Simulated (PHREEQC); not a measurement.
Consider water at 20 °C with 0.064 mol/kgw TMAH, 0.00097 mol/kgw NaAlO2 and 0.0015 mol/kgw K2CO3. Closed to the air; pH follows from the charge balance.

All values are PHREEQC results (ion-association model, phreeqc.dat), not measurements.

This is a speciation only: nothing precipitates in the calculation.

### Question
Predict the pH.

### Answer
pH 12.87.

Species that the database lacks are ignored. (CH3)4N+ isn't in the database: it is added as a free cation with an ion size of 4 Å.
